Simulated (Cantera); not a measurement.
Thermodynamics of boron, boron nitride and boron oxide, feed B₂O₃ + H₂

Charge: 1 mol B₂O₃, a varied amount of H₂, at 1998 K and 14.0 Pa.

Cantera equilibrium calculation (NASA polynomials, part measured and part estimated; ideal gas, pure solids and liquids). Candidate condensed phases: B, B₂O₃, B₃O₃H₃, H₂O; 23 gas species. The numbers say what is thermodynamically allowed, not how fast it happens.

From 3.5 mol H₂ to 100 mol H₂ nothing is condensed. The main B-bearing gas is B₂O₃ at 3.5 mol H₂ and BO at 100 mol H₂.

```csv
n(H₂) (mol),log p H₂,log p H,log p HBO₂,log p B₂O₃,log p BO,log p HBO,log p H₂O
3.5,-4.09,-4.84,-4.87,-4.88,-4.96,-5.37,-5.85
14,-3.97,-4.78,-5.29,-5.68,-5.28,-5.63,-5.89
25,-3.95,-4.77,-5.53,-6.09,-5.45,-5.79,-5.95
36,-3.94,-4.76,-5.69,-6.37,-5.56,-5.89,-6.00
47,-3.93,-4.76,-5.82,-6.59,-5.64,-5.98,-6.04
57,-3.93,-4.76,-5.92,-6.76,-5.71,-6.04,-6.07
68,-3.93,-4.76,-6.02,-6.91,-5.76,-6.10,-6.11
79,-3.93,-4.76,-6.10,-7.04,-5.81,-6.14,-6.14
90,-3.92,-4.76,-6.18,-7.16,-5.86,-6.19,-6.17
100,-3.92,-4.76,-6.24,-7.26,-5.89,-6.22,-6.19
```
log p: log10 of the partial pressure in bar; nothing condenses.
